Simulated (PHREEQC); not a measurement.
Make-up at 25 °C: 2.2 mmol/kgw HF, 0.14 mmol/kgw NaF and 0.025 mmol/kgw KI. Closed to the air; pH follows from the charge balance.

All values are PHREEQC results (ion-association model, wateq4f.dat), not measurements.

No solid was allowed to form.

What pH, ionic strength does the model give?

pH 3.06; ionic strength 0.00106 mol/kgw.

In which forms is F present?

HF 55 %, F- 44 % of the F.

Complexes and solids missing from the database can't appear.
